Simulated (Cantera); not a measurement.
Input: 1 mol SiCl4, 2.5 mol Cl2, 14 mol H2, 3.5 mol HCl, equilibrated at 1473.15 K and 480000 Pa.

Method: chemical equilibrium by Gibbs-energy minimisation in Cantera with the NASA 1993 tables (ideal gas, pure condensed phases). Candidate condensed phases: Si; 19 gas species. The tables' values for SiCl3 are old estimates; treat these amounts as uncertain. Rates play no part.

Base state: H2 0.539, HCl 0.413, SiCl4 0.0387, SiHCl3 0.00475, SiCl3 0.00309, SiCl2 0.000843, SiH2Cl2 9.12e-5 (mole fractions); condensed: gas only.

### Question
What changes in the equilibrium state with this change: pressure from 480000 Pa to 16000 Pa?

### Answer
```csv
species,before,after
H2,0.539,0.518
HCl,0.413,0.435
SiCl4,0.0387,0.0224
SiCl2,0.000843,0.0127
Cl,2.64e-6,1.55e-5
H,4.25e-6,2.28e-5
SiCl3,0.00309,0.00913
```
